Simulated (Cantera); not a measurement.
An isothermal, constant-pressure homogeneous reactor starts with 78.7 % NO, 21.3 % N₂, at 2175 K and 21000 Pa.

Computed with Cantera and GRI-Mech 3.0 (53 species, 325 reactions).

x: mole fraction; the columns are a selection and need not sum to one.

```json
[
 {"t (s)": "1.00e-6", "x NO": "0.787", "x N₂": "0.213", "x O": "4.86e-7", "x N₂O": "4.86e-7", "x NO₂": "5.37e-10", "x O₂": "1.32e-10"},
 {"t (s)": "7.50e-6", "x NO": "0.787", "x N₂": "0.213", "x O": "3.64e-6", "x N₂O": "3.63e-6", "x NO₂": "(withheld)", "x O₂": "7.46e-9"},
 {"t (s)": "5.62e-5", "x NO": "0.787", "x N₂": "0.213", "x O": "2.71e-5", "x N₂O": "2.62e-5", "x NO₂": "(withheld)", "x O₂": "4.20e-7"},
 {"t (s)": "0.000422", "x NO": "0.787", "x N₂": "0.213", "x O": "0.000216", "x N₂O": "0.000151", "x NO₂": "(withheld)", "x O₂": "2.89e-5"},
 {"t (s)": "0.00316", "x NO": "0.782", "x N₂": "0.215", "x O": "0.000777", "x N₂O": "0.000280", "x NO₂": "(withheld)", "x O₂": "0.00182"},
 {"t (s)": "0.0237", "x NO": "0.745", "x N₂": "0.233", "x O": "0.00104", "x N₂O": "0.000243", "x NO₂": "(withheld)", "x O₂": "0.0202"},
 {"t (s)": "0.178", "x NO": "0.466", "x N₂": "0.372", "x O": "0.00211", "x N₂O": "8.13e-5", "x NO₂": "(withheld)", "x O₂": "0.159"},
 {"t (s)": "1.33", "x NO": "0.0301", "x N₂": "0.590", "x O": "0.00310", "x N₂O": "5.41e-7", "x NO₂": "(withheld)", "x O₂": "0.376"},
 {"t (s)": "10.0", "x NO": "0.0141", "x N₂": "0.598", "x O": "0.00313", "x N₂O": "3.14e-7", "x NO₂": "(withheld)", "x O₂": "0.384"}
]
```

Task: Some entries are withheld; supply them.

Result: 
- 7.50e-6, x NO₂: 2.95e-8
- 5.62e-5, x NO₂: 1.39e-6
- 0.000422, x NO₂: 3.24e-5
- 0.00316, x NO₂: 0.000121
- 0.0237, x NO₂: 0.000168
- 0.178, x NO₂: 0.000245
- 1.33, x NO₂: 2.43e-5
- 10.0, x NO₂: 1.15e-5
